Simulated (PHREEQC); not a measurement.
A solution holds 0.24 mol/kgw Pb(NO3)2 and 0.00014 mol/kgw H2SO4, at 25 °C. Closed to the air; pH follows from the charge balance.

Model: ion-association model, phreeqc.dat, run in PHREEQC.

The ionic strength comes out as 0.454 mol/kgw. What activity coefficients do Pb2OH+3, H+, Pb+2, PbOH+, NO3- get?

Pb2OH+3 0.060, H+ 0.77, Pb+2 0.29, PbOH+ 0.73, NO3- 0.62.

Precipitation was switched off in this run. The solution is supersaturated, for example in Anglesite, so a real one may precipitate; this is no full list.
